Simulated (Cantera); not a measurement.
A freely propagating, adiabatic, planar premixed flame of CH₄ : O₂ : N₂ = 1 : 1.67 : 5 (molar parts), equivalence ratio 1.2, unburnt at 500 K and 1000000 Pa; mixture-averaged transport, grid criteria slope 0.08 and curve 0.16, no radiation.

Detailed kinetics in Cantera: GRI-Mech 3.0 (53 species, 325 reactions). Burning velocities carry a grid error of a few per cent, more on coarse grids.

Question: What does this change do: 0.7 parts CO2 added?

Answer: 
| quantity | before | after |
|---|---|---|
| laminar burning velocity | 54.6 cm/s | 27.2 cm/s |
| thermal thickness | 0.0544 mm | 0.0914 mm |
| peak x(O) | 0.000665 | 0.000327 |
| peak x(H) | 0.00447 | 0.00209 |

Question: What does this change do: inlet temperature 500 to 350 K?

Answer: 
```json
[
 {"quantity": "laminar burning velocity", "before": "54.6 cm/s", "after": "27.8 cm/s"},
 {"quantity": "thermal thickness", "before": "0.0544 mm", "after": "0.0686 mm"},
 {"quantity": "peak x(O)", "before": "0.000665", "after": "0.000383"},
 {"quantity": "peak x(H)", "before": "0.00447", "after": "0.00340"}
]
```
